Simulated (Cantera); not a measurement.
Thermodynamics of silicon etching in halogen gases, feed Si + HCl + H₂

Charge: 1 mol Si, 2 mol HCl, 29 mol H₂, equilibrated at 5500 Pa.

Method: chemical equilibrium by Gibbs-energy minimisation in Cantera with the NASA 1993 tables (ideal gas, pure condensed phases). Candidate condensed phases: Si; 19 gas species. The tables' values for SiCl₃, SiCl are old estimates; treat these amounts as uncertain. Equilibrium is a limit: real reactors are often held back by kinetics, nucleation or transport.

From 675 K to 1650 K the condensed part is Si(s). The main Si-bearing gas is SiCl₄ at 675 K and SiCl₂ at 1650 K. The share of Si in condensed phases is highest at 1350 K (75.7 %) and lowest at 675 K (45.0 %).

| T (K) | x H₂ | x HCl | x SiCl₄ | x SiCl₂ | n Si(s) |
|---|---|---|---|---|---|
| 675 | 0.982 | 0.000233 | 0.0115 | 3.56e-8 | 0.450 |
| 750 | 0.981 | 0.000836 | 0.0115 | 6.17e-7 | 0.456 |
| 825 | 0.980 | 0.00235 | 0.0113 | 6.26e-6 | 0.469 |
| 900 | 0.978 | 0.00550 | 0.0107 | 4.20e-5 | 0.495 |
| 975 | 0.974 | 0.0110 | 0.00956 | 0.000202 | 0.538 |
| 1050 | 0.968 | 0.0193 | 0.00763 | 0.000722 | 0.599 |
| 1125 | 0.960 | 0.0296 | 0.00501 | 0.00194 | 0.666 |
| 1200 | 0.952 | 0.0393 | 0.00243 | 0.00383 | 0.722 |
| 1275 | 0.947 | 0.0453 | 0.000833 | 0.00561 | 0.750 |
| 1350 | 0.945 | 0.0476 | 0.000237 | 0.00673 | 0.757 |
| 1425 | 0.944 | 0.0481 | 6.72e-5 | 0.00739 | 0.754 |
| 1500 | 0.944 | 0.0480 | 2.07e-5 | 0.00783 | 0.748 |
| 1575 | 0.944 | 0.0476 | 7.00e-6 | 0.00816 | 0.741 |
| 1650 | 0.944 | 0.0473 | 2.60e-6 | 0.00842 | 0.734 |
x: gas mole fraction; n: condensed amount in mol.
